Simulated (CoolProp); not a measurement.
A simple Rankine cycle with cyclopentane: condensing at 319.15 K, boiler at 0.647 MPa, turbine inlet 407.8 K, turbine efficiency 0.9, pump efficiency 0.8, no recuperator. Each further row changes one setting.

The numbers come from the reference Helmholtz-energy equation of state, Gedanitz 2015 in CoolProp.

```
case                             thermal efficiency (%)  net work (kJ/kg)  heat in (kJ/kg)  turbine exit temperature (K)  volume ratio over the turbine
-------------------------------  ----------------------  ----------------  ---------------  ----------------------------  -----------------------------
as stated                                          14.3              73.2              511                         352.1                           6.77
turbine inlet 427.8 K                              14.2              78.1              549                         373.5                           6.74
condensing temperature 311.15 K                    15.8              83.1              526                         344.8                           8.79
boiler pressure 0.453 MPa                          12.0              62.1              517                         363.6                           4.71
turbine efficiency 0.8                             12.7              65.0              511                         357.7                           6.89
```
